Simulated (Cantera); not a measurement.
Input: 1 mol FeS2, 8.6 mol O2, 1.7 mol N2, at 950 K and 1.00 bar.

Equilibrium computed with Cantera from the NASA thermochemical tables; the gas is ideal and each condensed phase is pure. Candidate condensed phases: Fe, FeO, FeS, FeSO4, FeS2, Fe2O3, Fe2(SO4)3, Fe3O4, S; 19 gas species. Kinetics and transport are ignored.

Base state: O2 0.643, N2 0.219, SO3 0.100, SO2 0.0374, NO 1.62e-5 (mole fractions); condensed: Fe2O3(s) + Fe2(SO4)3(s).

Problem. What changes in the equilibrium state with this change: 1.3 mol CH4 added?

Solution. 
```json
[
 {"species": "H2O", "before": "0", "after": "0.269"},
 {"species": "O2", "before": "0.643", "after": "0.262"},
 {"species": "N2", "before": "0.219", "after": "0.176"},
 {"species": "CO2", "before": "0", "after": "0.134"},
 {"species": "SO2", "before": "0.0374", "after": "0.0585"},
 {"species": "SO3", "before": "0.100", "after": "0.100"},
 {"species": "H2SO4", "before": "0", "after": "0.000204"},
 {"species": "NO", "before": "1.62e-5", "after": "9.25e-6"},
 {"species": "Fe2O3(s), mol", "before": "0.190", "after": "0.347"},
 {"species": "Fe2(SO4)3(s), mol", "before": "0.310", "after": "0.153"}
]
```
Further candidate phases: C, C6H6, C7H8, C8H18, Fe(CO)5, Fe(OH)2, Fe(OH)3, H2O, H2SO4.
